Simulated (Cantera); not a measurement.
A closed system holds: 1 mol FeS, 3 mol SO₃, 0.094 mol O₂, held at 1402 °C and 24.0 mbar.

Method: chemical equilibrium by Gibbs-energy minimisation in Cantera with the NASA 1993 tables (ideal gas, pure condensed phases). Candidate condensed phases: Fe, FeO, FeS, FeSO₄, FeS₂, Fe₂O₃, Fe₂(SO₄)₃, Fe₃O₄, S; 12 gas species. Mutual solubility and eutectic melting of coexisting phases are not modelled. The tables' stoichiometric FeO is somewhat more stable than real wüstite, so its field is too wide. FeO: taken at fixed stoichiometry. Kinetics and transport are ignored.

Base state: SO₂ 0.996, SO 0.00380, O₂ 5.54e-5, SO₃ 1.93e-5, S₂ 1.60e-5 (mole fractions); condensed: FeO(l) + Fe₃O₄(s).

Q: What changes in the equilibrium state with this change: temperature from 1402 °C to 775 °C?

A: 
```
species         before     after
-------------  -------  --------
SO₂              0.996     0.991
S₂             1.60e-5   0.00867
S₂O            4.80e-6  0.000635
SO             0.00380   9.94e-5
O₂             5.54e-5     <1e-9
SO₃            1.93e-5   1.06e-7
FeO(l), mol      0.391         0
Fe₃O₄(s), mol    0.203     0.333
```
Gases not in the tables: S₃ to S₇.
